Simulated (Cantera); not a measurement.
# Low-pressure radical oxidation in H2/O2

An isothermal, constant-pressure homogeneous reactor starts with 2.15 % H₂, 97.8 % O₂, at 900 K and 0.00760 bar.

Detailed kinetics in Cantera: the H2/O2 subset of GRI-Mech 3.0, which has no nitrogen chemistry. Radical loss at walls, strong at low pressure, is not modelled. Below about 950 K walls govern HO2 and H2O2 in real vessels.

| t (s) | x H₂ | x O₂ | x H₂O₂ | x OH | x O |
|---|---|---|---|---|---|
| 1.00e-6 | 0.0215 | 0.978 | <1e-12 | <1e-12 | <1e-12 |
| 3.63e-6 | 0.0215 | 0.978 | <1e-12 | <1e-12 | <1e-12 |
| 1.32e-5 | 0.0215 | 0.978 | <1e-12 | <1e-12 | <1e-12 |
| 4.80e-5 | 0.0215 | 0.978 | <1e-12 | <1e-12 | <1e-12 |
| 0.000174 | 0.0215 | 0.978 | <1e-12 | <1e-12 | <1e-12 |
| 0.000634 | 0.0215 | 0.978 | <1e-12 | 1.20e-12 | 1.60e-12 |
| 0.00230 | 0.0215 | 0.978 | <1e-12 | 8.87e-12 | 1.78e-11 |
| 0.00837 | 0.0215 | 0.978 | <1e-12 | 3.73e-10 | 9.06e-10 |
| 0.0304 | 0.0211 | 0.978 | 2.52e-9 | 9.62e-5 | 0.000238 |
| 0.110 | 0.000181 | 0.975 | 2.96e-8 | 0.000293 | 0.00296 |
| 0.401 | 1.44e-5 | 0.978 | 1.72e-8 | 7.32e-5 | 0.000353 |
| 1.46 | 1.19e-6 | 0.978 | 1.04e-8 | 2.15e-5 | 3.16e-5 |
| 5.30 | 9.25e-8 | 0.978 | 4.44e-9 | 6.83e-6 | 3.07e-6 |
| 19.3 | 8.44e-9 | 0.978 | 1.58e-9 | 2.51e-6 | 4.10e-7 |
| 70.0 | 1.19e-9 | 0.978 | 5.42e-10 | 1.07e-6 | 7.44e-8 |
x: mole fraction; the columns are a selection and need not sum to one.

Equilibrium at this temperature and pressure: H₂ <1e-12, O₂ 0.978, H₂O₂ 1.28e-12, OH 3.05e-8, O 6.15e-11 (gas phase only).
